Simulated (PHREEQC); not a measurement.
30 mol of Arcanite (K2SO4) is brought to equilibrium with 1 kg of water holding 0.32 mol NaHCO3, at 25 °C and several pressures. CO2 from the air is kept out. Only these solids could form: Arcanite, Burkeite, Glaserite, Kalicinite, Mirabilite, Misenite, Nahcolite, Natron, Thenardite, Trona.

All values are PHREEQC results (Pitzer model, pitzer.dat), not measurements.

```tsv
P (atm)	pH	dissolved K (mol/kgw)	dissolved S (mol/kgw)
1	7.78	1.41	0.705
50	[?]	1.43	0.717
100	7.74	1.46	0.728
200	[?]	1.49	0.746
300	[?]	1.52	0.760
400	[?]	1.54	0.770
500	[?]	1.55	0.776
600	[?]	1.56	0.779
800	[?]	1.55	0.777
1000	7.43	1.53	0.766
```

**Question.** Complete the blanks.

**Answer.** 
- 50, pH: 7.76
- 200, pH: 7.70
- 300, pH: 7.66
- 400, pH: 7.63
- 500, pH: 7.59
- 600, pH: 7.56
- 800, pH: 7.49

In brines, pH and single-ion activities rest on the MacInnes convention.
